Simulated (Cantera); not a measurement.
Input: 1 mol CH₂F₂, 1.8 mol HCl, 1.5 mol H₂, at 3223 K.

Equilibrium computed with Cantera from the NASA thermochemical tables; the gas is ideal and each condensed phase is pure. Candidate condensed phases: C, C₆H₆, C₇H₈, C₈H₁₈; 118 gas species. Rates play no part.

### Question
Which condensed phases are stable at each of these points (P (Pa)): 1, 5.20, 27, 140, 720, 3700, 19000, 100000?

### Answer
```tsv
P (Pa)	condensed phases	C condensed (%)
1	gas only	0.0
5.20	gas only	0.0
27	gas only	0.0
140	gas only	0.0
720	gas only	0.0
3700	gas only	0.0
19000	C(graphite)	28.6
100000	C(graphite)	57.9
```

From 1.00e-5 bar to 0.0370 bar nothing is condensed. From 0.190 bar to 1.00 bar the condensed part is C(graphite).
